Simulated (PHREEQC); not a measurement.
Consider water at 45 °C with 0.0089 mol HF, 3.1e-05 mol NH4HF2 and 6.7e-05 mol (NH4)2SiF6 per kg of water. Closed to the air; pH follows from the charge balance.

All values are PHREEQC results (ion-association model, phreeqc.dat), not measurements.

No solid was allowed to form.

Task: Order these F species by the share of F that they hold, largest first: F-, HF, SiF6-2, HF2-.

Result: HF (75 %), F- (20 %), SiF6-2 (4.3 %), HF2- (1.2 %)

The pH is 2.74 and the ionic strength 0.00213 mol/kgw. At this temperature some constants are extrapolated from 25 °C, and those without enthalpy data are left unchanged. SiF6-2 is the database's only silicon fluoride.
